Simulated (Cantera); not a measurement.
A closed system holds: 1 mol MgO, 0.68 mol N₂, at 13.3 mbar.

These are equilibrium values from Cantera (NASA tables, ideal gas, pure condensed phases), not measurements of a reactor. Candidate condensed phases: Mg, MgO; 13 gas species. Kinetics and transport are ignored.

At 2573 K, list the 6 most abundant gas species with their mole fractions, and the condensed phases.

N₂ 0.689, Mg 0.182, O₂ 0.0621, O 0.0444, NO 0.0132, MgO 0.00946. Condensed: MgO(s).
